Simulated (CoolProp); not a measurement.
Vapour-liquid equilibrium of dimethyl carbonate (1) + n-nonane (2) at 507.4 K; x and y are mole fractions of (1).

The numbers come from the multi-fluid Helmholtz-energy mixture model, Zhou 2011 and Lemmon 2006; pair parameters Bell 2016 in CoolProp.

**Question.** Give the bubble pressure and the first vapour's composition at x = 0.05, 0.35, 0.75. Is there an azeotrope?

**Answer.** x = 0.05: 7.434 bar, y = 0.184; x = 0.35: 14.66 bar, y = 0.635; x = 0.75: 21.02 bar, y = 0.847. No azeotrope shows between x = 0.05 and 0.95.

The pair parameters rest on a limited set of measurements; away from them the model extrapolates.
